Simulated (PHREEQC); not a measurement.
Dissolve 0.22 mol/kgw HF, 0.00066 mol/kgw (CH3)4NF and 0.0051 mol/kgw (NH4)2SiF6 at 77 °C. Closed to the air; pH follows from the charge balance.

Equilibrium calculation in PHREEQC: ion-association model, phreeqc.dat.

```
quantity                   before    after
------------------------  -------  -------
pH                           2.02     1.92
ionic strength (mol/kgw)   0.0269   0.0141
HF (mol/kgw)                0.204    0.207
F- (mol/kgw)              0.00619  0.00476
HF2- (mol/kgw)            0.00544  0.00427
```

### Question
Name the change that produced these shifts.
A. temperature from 77 to 45 °C
B. (NH4)2SiF6 replaced by HBF4 at the same molality
C. (CH3)4NF from 0.00066 to 0.000132 mol/kgw
D. HF left out
E. 0.029 mol/kgw Na3PO4 added

### Answer
B, (NH4)2SiF6 replaced by HBF4 at the same molality

No solid was allowed to form. (CH3)4N+ isn't in the database: it is added as a free cation with an ion size of 4 Å. Constants without temperature data keep their 25 °C values here. SiF6-2 is the database's only silicon fluoride.
